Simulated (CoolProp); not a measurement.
Vapour-liquid equilibrium of R134a (1) + R142b (2) at 0.00144 MPa; x and y are mole fractions of (1).

Model: multi-fluid Helmholtz-energy mixture model, Tillner-Roth 1994 and Lemmon 2006; pair parameters Bell 2016, in CoolProp.

Question: Give the bubble temperature and the first vapour's composition at x = 0.275, 0.425, 0.95. Is there an azeotrope?

Answer: x = 0.275: 187.2 K, y = 0.517; x = 0.425: 185.7 K, y = 0.656; x = 0.95: 182.7 K, y = 0.968. No azeotrope shows between x = 0.05 and 0.95.

The pair parameters rest on a limited set of measurements; away from them the model extrapolates.
